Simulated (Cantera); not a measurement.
Charge: 1 mol SiH2Cl2, 2.2 mol N2, equilibrated at 13.3 mbar.

Equilibrium computed with Cantera from the NASA thermochemical tables; the gas is ideal and each condensed phase is pure. Candidate condensed phases: NH4Cl, Si, Si3N4; 28 gas species. N2 is the only nitrogen source here; it is nearly inert below about 1500 K, so the nitride shown seldom forms there in practice. The tables' values for SiCl3, SiCl, SiN are old estimates; treat these amounts as uncertain. Gases not in the tables: Si2H6 and higher silanes. The numbers say what is thermodynamically allowed, not how fast it happens.

log p: log10 of the partial pressure in bar; n: condensed amount in mol.

```json
[
 {"T (K)": "1298", "log p N2": "-2.19", "log p HCl": "-2.34", "log p H2": "-2.82", "log p SiCl2": "-4.19", "log p SiCl4": "-3.18", "log p SiCl3": "-4.07", "n Si3N4(s)": "0.262", "n Si(l)": "0"},
 {"T (K)": "1348", "log p N2": "-2.19", "log p HCl": "-2.34", "log p H2": "-2.82", "log p SiCl2": "-3.81", "log p SiCl4": "-3.24", "log p SiCl3": "-3.87", "n Si3N4(s)": "0.256", "n Si(l)": "0"},
 {"T (K)": "1398", "log p N2": "-2.19", "log p HCl": "-2.36", "log p H2": "-2.81", "log p SiCl2": "-3.48", "log p SiCl4": "-3.34", "log p SiCl3": "-3.72", "n Si3N4(s)": "0.245", "n Si(l)": "0"},
 {"T (K)": "1448", "log p N2": "-2.19", "log p HCl": "-2.38", "log p H2": "-2.80", "log p SiCl2": "-3.21", "log p SiCl4": "-3.51", "log p SiCl3": "-3.64", "n Si3N4(s)": "0.227", "n Si(l)": "0"},
 {"T (K)": "1498", "log p N2": "-2.19", "log p HCl": "-2.42", "log p H2": "-2.77", "log p SiCl2": "-3.00", "log p SiCl4": "-3.77", "log p SiCl3": "-3.64", "n Si3N4(s)": "[?]", "n Si(l)": "0"},
 {"T (K)": "1548", "log p N2": "-2.19", "log p HCl": "-2.48", "log p H2": "-2.73", "log p SiCl2": "-2.86", "log p SiCl4": "-4.10", "log p SiCl3": "-3.70", "n Si3N4(s)": "[?]", "n Si(l)": "0"},
 {"T (K)": "1598", "log p N2": "-2.18", "log p HCl": "-2.55", "log p H2": "-2.70", "log p SiCl2": "-2.76", "log p SiCl4": "-4.49", "log p SiCl3": "-3.82", "n Si3N4(s)": "[?]", "n Si(l)": "0"},
 {"T (K)": "1648", "log p N2": "-2.18", "log p HCl": "-2.62", "log p H2": "-2.66", "log p SiCl2": "-2.70", "log p SiCl4": "-4.90", "log p SiCl3": "-3.97", "n Si3N4(s)": "[?]", "n Si(l)": "0"},
 {"T (K)": "1698", "log p N2": "-2.18", "log p HCl": "-2.70", "log p H2": "-2.63", "log p SiCl2": "-2.65", "log p SiCl4": "-5.31", "log p SiCl3": "-4.13", "n Si3N4(s)": "[?]", "n Si(l)": "0"},
 {"T (K)": "1748", "log p N2": "-2.17", "log p HCl": "-2.79", "log p H2": "-2.60", "log p SiCl2": "-2.62", "log p SiCl4": "-5.72", "log p SiCl3": "-4.30", "n Si3N4(s)": "[?]", "n Si(l)": "0"},
 {"T (K)": "1798", "log p N2": "-2.16", "log p HCl": "-2.86", "log p H2": "-2.61", "log p SiCl2": "-2.62", "log p SiCl4": "-6.10", "log p SiCl3": "-4.46", "n Si3N4(s)": "0", "n Si(l)": "0.223"},
 {"T (K)": "1848", "log p N2": "-2.16", "log p HCl": "-2.85", "log p H2": "-2.61", "log p SiCl2": "-2.62", "log p SiCl4": "-6.30", "log p SiCl3": "-4.55", "n Si3N4(s)": "0", "n Si(l)": "0.227"},
 {"T (K)": "1898", "log p N2": "-2.16", "log p HCl": "-2.84", "log p H2": "-2.62", "log p SiCl2": "-2.62", "log p SiCl4": "-6.50", "log p SiCl3": "-4.62", "n Si3N4(s)": "0", "n Si(l)": "0.229"}
]
```

**Question.** Some entries are withheld; supply them.

**Answer.** 
- 1498, n Si3N4(s): 0.203
- 1548, n Si3N4(s): 0.175
- 1598, n Si3N4(s): 0.148
- 1648, n Si3N4(s): 0.124
- 1698, n Si3N4(s): 0.103
- 1748, n Si3N4(s): 0.0852
